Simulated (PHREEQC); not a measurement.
Alkaline etch or developer

Solution (25 °C): 0.21 mol/kgw NH3 and 0.0073 mol/kgw NaAlO2. Closed to the air; pH follows from the charge balance.

The numbers come from PHREEQC with the ion-association model, phreeqc.dat.

Each row changes one thing in this solution. This is a speciation only: nothing precipitates in the calculation.

```tsv
case	pH	ionic strength (mol/kgw)	NH4+ (mol/kgw)	SI of Gibbsite (Al(OH)3)
as made	11.28	0.00943	0.00213	+1.10
NH3 replaced by NH4HSO4 at the same molality	1.26	0.328	[?]	-8.53
diluted 2-fold with water	11.13	0.00512	0.00147	+0.96
NH3 from 0.21 to 0.315 mol/kgw	11.37	0.00992	0.00262	+1.01
temperature from 25 to 90 °C	9.67	0.00938	0.00208	+0.26
NaAlO2 from 0.0073 to 0.00365 mol/kgw	11.28	[?]	0.00209	[?]
```

Problem. Fill in the missing entries.

Solution. 
- NH3 replaced by NH4HSO4 at the same molality, NH4+ (mol/kgw): 0.180
- NaAlO2 from 0.0073 to 0.00365 mol/kgw, ionic strength (mol/kgw): 0.00573
- NaAlO2 from 0.0073 to 0.00365 mol/kgw, SI of Gibbsite (Al(OH)3): +0.80

Species that the database lacks are ignored. Some of these states are supersaturated (in Gibbsite (slow to form), for instance). Away from 25 °C the constants follow the database's enthalpies or fits; those with neither stay at their 25 °C values.
